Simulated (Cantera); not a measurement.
Input: 1 mol Fe(CO)₅, 0.02 mol O₂, 3.5 mol H₂, held at 1550 K and 1.40 mbar.

Cantera equilibrium calculation (NASA polynomials, part measured and part estimated; ideal gas, pure solids and liquids). Candidate condensed phases: C, C₆H₆, C₇H₈, C₈H₁₈, Fe, Fe(CO)₅, FeO, Fe(OH)₂, Fe(OH)₃, Fe₂O₃, Fe₃O₄, H₂O; 114 gas species. The numbers say what is thermodynamically allowed, not how fast it happens.

Base state: CO 0.586, H₂ 0.408, H₂O 0.00311, CO₂ 0.00160, H 0.000538, Fe 0.000299 (mole fractions); condensed: Fe(γ).

Problem. What changes in the equilibrium state with this change: Fe(CO)₅ replaced by HgO?

Solution. 
```
species       before     after
----------  --------  --------
H₂             0.408     0.546
H₂O          0.00311     0.231
Hg                 0     0.222
CO             0.586         0
Fe          0.000299         0
CO₂          0.00160         0
H           0.000538  0.000622
Fe(γ), mol     0.997         0
```
Further candidate phases: Hg, HgO.

Problem. What changes in the equilibrium state with this change: 0.4 mol CO₂ added?

Solution. 
```tsv
species	before	after
CO	0.586	0.588
H₂	0.408	0.362
H₂O	0.00311	0.0312
CO₂	0.00160	0.0182
Fe	0.000299	0.000299
H	0.000538	0.000506
Fe(γ), mol	0.997	0.997
```

Problem. What changes in the equilibrium state with this change: temperature from 1550 K to 825 K?

Solution. 
```json
[
 {"species": "CO", "before": "0.586", "after": "0.561"},
 {"species": "H₂", "before": "0.408", "after": "0.415"},
 {"species": "CO₂", "before": "0.00160", "after": "0.0198"},
 {"species": "Fe", "before": "0.000299", "after": "<1e-9"},
 {"species": "H", "before": "0.000538", "after": "<1e-9"},
 {"species": "CH₄", "before": "<1e-9", "after": "0.000218"},
 {"species": "H₂O", "before": "0.00311", "after": "0.00411"},
 {"species": "Fe(γ), mol", "before": "0.997", "after": "0"},
 {"species": "C(graphite), mol", "before": "0", "after": "0.158"},
 {"species": "Fe(α), mol", "before": "0", "after": "1.00"}
]
```
Condensed phases not in the tables: cementite and carbon dissolved in iron.
